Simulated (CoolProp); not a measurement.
Benzene along the isobar 0.194 MPa: density (kg/m³) from the reference equation and from simpler models built on Tc = 562.0 K, pc = 4.906 MPa, ω = 0.211; each cubic takes its own stable root.

The numbers come from the reference Helmholtz-energy equation of state, Thol 2012 in CoolProp.

| T (K) | phase | reference |
|---|---|---|
| 358.8 | liquid | 807.2 |
| 393.6 | gas | 4.853 |
| 411 | gas | 4.616 |
| 428.4 | gas | 4.405 |
| 445.8 | gas | 4.214 |
| 463.3 | gas | 4.039 |
| 480.7 | gas | 3.881 |
| 498.1 | gas | 3.735 |
| 515.5 | gas | 3.601 |
| 532.9 | gas | 3.477 |
| 550.3 | gas | 3.361 |
| 567.8 | gas | 3.253 |
| 585.2 | gas | 3.152 |
| 602.6 | gas | 3.057 |
| 620 | gas | 2.969 |

Q: How far does each simpler model (van der Waals, Soave-Redlich-Kwong) lie from the reference over these 15 states: mean and median of the absolute difference, and the worst?

A: 
- van der Waals: mean 7.2 %, median 0.5 %, worst -99.3 % at 358.8 K and 0.194 MPa
- Soave-Redlich-Kwong: mean 0.7 %, median 0.0 %, worst -8.3 % at 358.8 K and 0.194 MPa

At some of these states van der Waals gives the other phase, because its saturation line lies elsewhere.
